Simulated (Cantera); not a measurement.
Feed: 1 mol SrCl2, 0.089 mol O2, 0.2 mol N2, at 1825 K and 10.0 mbar.

Method: chemical equilibrium by Gibbs-energy minimisation in Cantera with the NASA 1993 tables (ideal gas, pure condensed phases). Candidate condensed phases: Sr, SrCl2, SrO; 16 gas species. Condensed phases not in the tables: oxide chlorides. Kinetics and transport are ignored.

Base state: SrCl2 0.767, N2 0.154, O2 0.0649, Cl 0.0127, NO 0.00111, O 0.000391, SrCl 5.18e-5, Cl2 1.27e-5 (mole fractions); condensed: SrO(s).

Q: What changes in the equilibrium state with this change: temperature from 1825 K to 1125 K?

A: 
```
species          before     after
-------------  --------  --------
N2                0.154     0.692
O2               0.0649     0.308
NO              0.00111  0.000120
SrCl2             0.767   1.57e-5
Cl               0.0127   3.81e-6
SrCl            5.18e-5     <1e-9
O              0.000391   2.56e-8
SrO(s), mol     0.00817         0
SrCl2(s), mol         0     1.000
```
